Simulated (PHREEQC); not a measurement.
Make-up at 25 °C: 0.011 mol/kgw KH2PO4 and 0.00088 mol/kgw KOH. Closed to the air; pH follows from the charge balance.

All values are PHREEQC results (ion-association model, phreeqc.dat), not measurements.

Each row changes one thing in this solution. Precipitation was switched off in this run.

| case | pH | ionic strength (mol/kgw) |
|---|---|---|
| as made | 6.00 | 0.0127 |
| KH2PO4 from 0.011 to 0.0099 mol/kgw | 6.05 | 0.0116 |
| KOH from 0.00088 to 0.000176 mol/kgw | 5.30 | 0.0114 |
| KOH from 0.00088 to 0.00132 mol/kgw | 6.18 | 0.0136 |
| KOH replaced by KNO3 at the same molality | 4.71 | 0.0120 |
| KH2PO4 left out | 10.93 | 0.000880 |
| temperature from 25 to 85 °C | 5.86 | 0.0127 |
| diluted 5-fold with water | 6.08 | 0.00255 |

Away from 25 °C the constants follow the database's enthalpies or fits; those with neither stay at their 25 °C values.
